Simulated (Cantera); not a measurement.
Charge: 1 mol SiH₄, 22 mol N₂, 0.18 mol H₂, 0.43 mol NH₃, equilibrated at 427 °C and 20.0 Pa.

These are equilibrium values from Cantera (NASA tables, ideal gas, pure condensed phases), not measurements of a reactor. Candidate condensed phases: Si, Si₃N₄; 18 gas species. Rates play no part.

Base state: N₂ 0.884, H₂ 0.116 (mole fractions); condensed: Si₃N₄(s).

Task: What changes in the equilibrium state with this change: temperature from 427 °C to 1775 °C?

Result: 
```csv
species,before,after
N₂,0.884,0.834
H₂,0.116,0.0831
H,<1e-9,0.0457
Si,<1e-9,0.0372
SiN,<1e-9,0.000112
SiH,<1e-9,9.22e-5
"Si₃N₄(s), mol",0.333,0
```
The tables' values for SiN are old estimates; treat these amounts as uncertain.

Task: What changes in the equilibrium state with this change: SiH₄ replaced by SiH₂Cl₂?

Result: 
```json
[
 {"species": "N₂", "before": "0.884", "after": "0.886"},
 {"species": "HCl", "before": "0", "after": "0.0731"},
 {"species": "H₂", "before": "0.116", "after": "0.0384"},
 {"species": "SiCl₄", "before": "0", "after": "0.00227"},
 {"species": "Si₃N₄(s), mol", "before": "0.333", "after": "0.315"}
]
```
Further candidate phases: NH₄Cl.
